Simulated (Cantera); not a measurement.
## Iron carbonyl, mercury and lead vapours: Fe(CO)5 + CO + N2 + H2

Input: 1 mol Fe(CO)5, 0.2 mol CO, 12 mol N2, 0.16 mol H2, equilibrated at 3100 Pa.

Equilibrium computed with Cantera from the NASA thermochemical tables; the gas is ideal and each condensed phase is pure. Candidate condensed phases: C, C6H6, C7H8, C8H18, Fe, Fe(CO)5, FeO, Fe(OH)2, Fe(OH)3, Fe2O3, Fe3O4, H2O; 140 gas species. Condensed phases not in the tables: cementite and carbon dissolved in iron. The numbers say what is thermodynamically allowed, not how fast it happens.

| T (K) | x N2 | x CO | x CO2 | x H2 | n C(graphite) | n Fe(α) | n Fe(γ) |
|---|---|---|---|---|---|---|---|
| 900 | 0.701 | 0.277 | 0.0133 | 0.00915 | 0.230 | 1.00 | 0 |
| 950 | 0.694 | 0.292 | 0.00442 | 0.00918 | 0.0777 | 1.00 | 0 |
| 1000 | 0.692 | 0.297 | 0.00155 | 0.00920 | 0.0274 | 1.00 | 0 |
| 1050 | 0.692 | 0.299 | 0.000591 | 0.00921 | 0.0105 | 1.00 | 0 |
| 1100 | 0.691 | 0.299 | 0.000245 | 0.00921 | 0.00435 | 1.00 | 0 |
| 1150 | 0.691 | 0.299 | 0.000110 | 0.00921 | 0.00191 | 1.00 | 0 |
| 1200 | 0.691 | 0.299 | 5.25e-5 | 0.00921 | 0.000846 | 0 | 1.00 |
| 1250 | 0.691 | 0.299 | 2.68e-5 | 0.00921 | 0 | 0 | 1.00 |
| 1300 | 0.691 | 0.300 | 1.51e-5 | 0.00921 | 0 | 0 | 1.000 |
| 1350 | 0.691 | 0.300 | 1.42e-5 | 0.00921 | 0 | 0 | 1.000 |
| 1400 | 0.691 | 0.300 | 1.34e-5 | 0.00921 | 0 | 0 | 1.000 |
x: gas mole fraction; n: condensed amount in mol.

From 900 K to 1150 K the condensed part is C(graphite) + Fe(α). At 1200 K the condensed part is C(graphite) + Fe(γ). From 1250 K to 1400 K the condensed part is Fe(γ).
